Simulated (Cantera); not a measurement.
# Premixed flame

A freely propagating, adiabatic, planar premixed flame of CH₄ : H₂ : O₂ : N₂ : H₂O = 1 : 0.12 : 2.26 : 8.51 : 2.8 (molar parts), unburnt at 650 K and 90.0 Torr; mixture-averaged transport, grid criteria slope 0.08 and curve 0.16, no radiation.

Detailed kinetics in Cantera: GRI-Mech 3.0 (53 species, 325 reactions). Burning velocities carry a grid error of a few per cent, more on coarse grids.

```tsv
z (mm)	T (K)	u (m/s)	x CH₄	x H₂	x O₂	x C₂H	x CO₂	x O
-9.19	650	1.44	0.0680	0.00870	0.154	<1e-8	2.94e-8	<1e-8
-6.13	651	1.45	0.0679	0.00979	0.154	<1e-8	5.07e-7	<1e-8
-4.60	653	1.46	0.0676	0.0112	0.153	<1e-8	3.70e-6	3.58e-8
-3.06	678	1.52	0.0659	0.0145	0.151	<1e-8	7.18e-5	6.43e-7
-1.53	905	2.05	0.0518	0.0213	0.134	<1e-8	0.00174	2.07e-5
-0.766	1206	2.75	0.0307	0.0253	0.106	<1e-8	0.00620	0.000144
0	1513	3.48	0.00807	0.0257	0.0670	2.76e-8	0.0156	0.000936
0.766	1638	3.77	0.000696	0.0213	0.0431	2.24e-8	0.0276	0.00287
1.53	1669	3.83	3.22e-5	0.0189	0.0347	<1e-8	0.0374	0.00391
3.06	1700	3.88	1.11e-7	0.0187	0.0302	<1e-8	0.0477	0.00413
6.13	1740	3.96	<1e-8	0.0183	0.0278	<1e-8	0.0532	0.00379
12.3	1793	4.06	<1e-8	0.0164	0.0258	<1e-8	0.0550	0.00312
24.5	1855	4.18	<1e-8	0.0135	0.0234	<1e-8	0.0567	0.00231
```
x: mole fraction of selected species; z is measured from the peak of heat release.

* **laminar burning velocity**: 144 cm/s
* **thermal thickness**: 3.06 mm
* **peak x(C₂H)**: 4.17e-8
* **peak x(O)**: 0.00414
* **grid points**: 151
